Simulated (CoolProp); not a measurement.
Model: reference Helmholtz-energy equation of state, Platzer 1990, in CoolProp. This equation is an older, rougher fit; its heat capacities, sound speeds and derivatives of the liquid may be far off and weren't checked against measurements.

Question: Give the vapour pressure (MPa), enthalpy of vaporisation (kJ/kg), surface tension (mN/m) of saturated R114 at 334, 360.4, 373.6 K.

Answer: 
```csv
T (K),p (MPa),enthalpy of vaporisation (kJ/kg),surface tension (mN/m)
334,0.592,112,7.03
360.4,1.09,97.2,4.40
373.6,1.43,87.8,3.19
```

Surface tension comes from a separate correlation (Mulero 2012).
